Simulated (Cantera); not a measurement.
Charge: 1 mol Fe(CO)5, 0.13 mol H2, held at 7500 Torr.

Cantera equilibrium calculation (NASA polynomials, part measured and part estimated; ideal gas, pure solids and liquids). Candidate condensed phases: C, C6H6, C7H8, C8H18, Fe, Fe(CO)5, FeO, Fe(OH)2, Fe(OH)3, Fe2O3, Fe3O4, H2O; 114 gas species. The tables' stoichiometric FeO is somewhat more stable than real wüstite, so its field is too wide. FeO: taken at fixed stoichiometry. Equilibrium is a limit: real reactors are often held back by kinetics, nucleation or transport. All values below are at 1173 K.

Base state: CO 0.789, CO2 0.174, H2 0.0288, H2O 0.00807, CH4 0.000161 (mole fractions); condensed: C(graphite) + FeO(s).

Question: What changes in the equilibrium state with this change: Fe(CO)5 replaced by HgO?

Answer: 
| species | before | after |
|---|---|---|
| Hg | 0 | 0.639 |
| O2 | <1e-9 | 0.278 |
| H2O | 0.00807 | 0.0831 |
| CO | 0.789 | 0 |
| CO2 | 0.174 | 0 |
| H2 | 0.0288 | <1e-9 |
| CH4 | 0.000161 | 0 |
| C(graphite), mol | 1.63 | 0 |
| FeO(s), mol | 1.00 | 0 |
Further candidate phases: Hg, HgO.
